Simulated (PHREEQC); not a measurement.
Consider water at 46 °C with 0.41 mol/kgw NaHSO4 and 0.00047 mol/kgw Na2B4O7. Closed to the air; pH follows from the charge balance.

The numbers come from PHREEQC with the ion-association model, wateq4f.dat.

```
quantity                         before     after
-------------------------------  ------  --------
pH                                 1.08      2.55
ionic strength (mol/kgw)          0.568    0.0102
Na+ (mol/kgw)                     0.379   0.00406
HSO4- (mol/kgw)                   0.299  0.000998
SO4-2 (mol/kgw)                  0.0790   0.00306
NaSO4- (mol/kgw)                 0.0323   4.60e-5
SI of Mirabilite (Na2SO4:10H2O)   -2.86     -7.38
```

### Question
Which change was made?
A. Na2B4O7 replaced by NaHF2 at the same molality
B. 0.012 mol/kgw K2HPO4 added
C. diluted 10-fold with water
D. diluted 100-fold with water
E. NaHSO4 replaced by CuSO4 at the same molality

### Answer
D, diluted 100-fold with water

Precipitation was switched off in this run. Away from 25 °C the constants follow the database's enthalpies or fits; those with neither stay at their 25 °C values.
